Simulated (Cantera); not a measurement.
A Cantera script and what it prints.

```python
import numpy as np
import cantera as ct

gas_names = [...]  # 115 gases of nasa_gas.yaml made of C, Ca, H, O
cond_names = """
    C(gr) C6H6(L) C7H8(L) C8H18(L),n-octa Ca(a) Ca(b) Ca(L) CaCO3(caL) CaO(s) CaO(L) CaO2H2(s) H2O(s)
    H2O(L)
""".split()


# ... load() reads the species with a 1 bar reference pressure and builds the phases ...
atoms = {
    'CaCO3': {'Ca': 1, 'C': 1, 'O': 3},
    'H2O': {'H': 2, 'O': 1},
    'O2': {'O': 2},
}
top_T = {'C(gr)': 4500}  # K; cautious upper limits of use, not melting points


# ... equilibrate(T, P, feed) seeds the gas with the atoms and calls Mixture.equilibrate('TP', solver="vcs", rtol=1e-11, max_steps=5000) ...
results = []
feed = {'CaCO3': 1, 'H2O': 8.2, 'O2': 0.33}  # mol
P = 40  # Pa
for T in [548, 698, 848, 998, 1148, 1298, 1448, 1598, 1748]:
    mix = equilibrate(T, P, feed)
    results.append((T, P, feed, dict(zip(mix.species_names, mix.species_moles))))
    x = sorted(zip(gas.X, gas.species_names), reverse=True)
    print(f"T = {T:g} K  P = {P:g} Pa  gas = {mix.phase_moles(0):.4g} mol")
    print("   x: " + "  ".join(f"{s} {v:.3e}" for v, s in x if v > 0.0001))
    print("   condensed (mol): " + ("  ".join(f"{mix.phase(i).name} {mix.phase_moles(i):.4g}"
          for i in range(1, mix.n_phases) if mix.phase_moles(i) > 1e-12) or "none"))
```

Result:

```
T = 548 K  P = 40 Pa  gas = 8.53 mol
   x: H2O 9.613e-01  O2 3.869e-02
   condensed (mol): CaCO3(caL) 1  CaO(s) 3.792e-05
T = 698 K  P = 40 Pa  gas = 8.679 mol
   x: H2O 9.448e-01  O2 3.802e-02  CO2 1.713e-02
   condensed (mol): CaCO3(caL) 0.8513  CaO(s) 0.1487
T = 848 K  P = 40 Pa  gas = 9.53 mol
   x: H2O 8.604e-01  CO2 1.049e-01  O2 3.463e-02
   condensed (mol): CaO(s) 1
T = 998 K  P = 40 Pa  gas = 9.53 mol
   x: H2O 8.604e-01  CO2 1.049e-01  O2 3.463e-02
   condensed (mol): CaO(s) 1
T = 1148 K  P = 40 Pa  gas = 9.53 mol
   x: H2O 8.604e-01  CO2 1.049e-01  O2 3.462e-02
   condensed (mol): CaO(s) 1
T = 1298 K  P = 40 Pa  gas = 9.53 mol
   x: H2O 8.603e-01  CO2 1.049e-01  O2 3.460e-02  OH 1.355e-04
   condensed (mol): CaO(s) 1
T = 1448 K  P = 40 Pa  gas = 9.533 mol
   x: H2O 8.596e-01  CO2 1.048e-01  O2 3.458e-02  OH 6.465e-04  H2 2.128e-04
   condensed (mol): CaO(s) 1
T = 1598 K  P = 40 Pa  gas = 9.547 mol
   x: H2O 8.563e-01  CO2 1.042e-01  O2 3.496e-02  OH 2.303e-03  H2 1.483e-03  CO 5.411e-04  O 1.324e-04  H 1.025e-04
   condensed (mol): CaO(s) 1
T = 1748 K  P = 40 Pa  gas = 9.605 mol
   x: H2O 8.428e-01  CO2 1.010e-01  O2 3.766e-02  H2 7.102e-03  OH 6.665e-03  CO 3.076e-03  H 9.628e-04  O 7.115e-04
   condensed (mol): CaO(s) 0.9999
```

These are equilibrium values from Cantera (NASA tables, ideal gas, pure condensed phases), not measurements of a reactor.
